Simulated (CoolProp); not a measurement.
The numbers come from the reference Helmholtz-energy equation of state, Thol 2019 in CoolProp.

Q: For dodecamethylpentasiloxane (MD3M), give the phase and the Joule-Thomson coefficient (K/MPa), isothermal compressibility (1/MPa), expansivity (1/kK) at 266.95 °C and 3.58 bar.

A: 
- 266.95 °C and 3.58 bar: liquid; Joule-Thomson coefficient 0.276, isothermal compressibility 0.0217, expansivity 2.55
